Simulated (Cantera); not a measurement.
## Adiabatic ignition

An adiabatic, constant-pressure homogeneous reactor starts with 13.2 % H2, 17.8 % O2, 67.0 % N2, 1.98 % H2O, at 1275 K and 9.87 atm.

Computed with Cantera and GRI-Mech 3.0 (53 species, 325 reactions). The hydrogen kinetics of GRI-Mech 3.0 are dated; newer H2 mechanisms differ, most at raised pressure.

```
t (s)     T (K)      x H2   x O2   x H2O   x H2O2      x NO       x O     x OH
--------  -----  --------  -----  ------  -------  --------  --------  -------
2.00e-6    1275     0.132  0.178  0.0198  8.43e-9    <1e-12   5.34e-8  3.22e-8
5.40e-6    1275     0.132  0.178  0.0198  3.68e-7    <1e-12   8.15e-7  5.05e-7
1.46e-5    2133   0.00172  0.117   0.155  1.35e-6   1.44e-5   0.00285  0.00869
3.94e-5    2190  0.000161  0.119   0.161  5.80e-7   1.89e-5  0.000282  0.00298
0.000106   2190  0.000159  0.119   0.161  5.79e-7   2.46e-5  0.000278  0.00296
0.000287   2190  0.000159  0.119   0.161  5.79e-7   3.99e-5  0.000278  0.00296
0.000775   2190  0.000158  0.119   0.161  5.79e-7   8.11e-5  0.000278  0.00296
0.00209    2190  0.000158  0.119   0.161  5.78e-7  0.000192  0.000278  0.00296
0.00565    2189  0.000158  0.119   0.161  5.77e-7  0.000486  0.000276  0.00295
0.0152     2187  0.000156  0.119   0.161  5.74e-7   0.00124  0.000273  0.00293
0.0412     2183  0.000153  0.118   0.161  5.65e-7   0.00301  0.000265  0.00288
0.111      2177  0.000148  0.116   0.161  5.52e-7   0.00601  0.000253  0.00279
0.300      2172  0.000144  0.115   0.161  5.42e-7   0.00813  0.000244  0.00273
```
x: mole fraction; the columns are a selection and need not sum to one.

- time of steepest temperature rise = 12.4 µs
- temperature at 0.300 s = 2172 K
- equilibrium temperature = 2172 K
- x(H2) at 0.300 s = 0.000144 (gas-phase equilibrium 0.000144)
- x(O2) at 0.300 s = 0.115 (gas-phase equilibrium 0.115)
- x(H2O) at 0.300 s = 0.161 (gas-phase equilibrium 0.161)
